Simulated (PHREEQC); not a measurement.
**Acid mine or pickling water: an equilibrium model**

Synthetic water in mg/L, 20 °C, pH 2.54, pe 9.6:

| constituent | mg/L |
|---|---|
| Na | 169 |
| K | 0.49 |
| Ca | 121 |
| Mg | 25.8 |
| Cl | 172 |
| S(6) as SO4 | 782 |
| Cu(2) | 9.15 |

Na is adjusted to close the charge balance.
Valence states are taken as typed.

Model: ion-association model, wateq4f.dat, run in PHREEQC.

No solid was allowed to form.

Q: What ionic strength does the model give?

A: ionic strength 0.0270 mol/kgw.

Q: In which forms is Cu present?

A: Cu+2 73 %, CuSO4 26 % of the Cu.
